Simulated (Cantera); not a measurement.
A closed system holds: 1 mol SiHCl3, a varied amount of H2, held at 1627 °C and 970 Pa.

Equilibrium computed with Cantera from the NASA thermochemical tables; the gas is ideal and each condensed phase is pure. Candidate condensed phases: Si; 19 gas species. Gases not in the tables: Si2H6 and higher silanes. The numbers say what is thermodynamically allowed, not how fast it happens.

Which condensed phases are stable at each of these points (n(H2) (mol)): 43, 62, 90, 130, 190, 270, 400, 570, 830?


```csv
n(H2) (mol),condensed phases,Si condensed (%)
43,Si(l),57.9
62,Si(l),62.4
90,Si(l),64.5
130,Si(l),63.5
190,Si(l),58.5
270,Si(l),49.4
400,Si(l),32.2
570,Si(l),8.2
830,gas only,0.0
```

From 43 mol H2 to 570 mol H2 the condensed part is Si(l). At 830 mol H2 nothing is condensed.
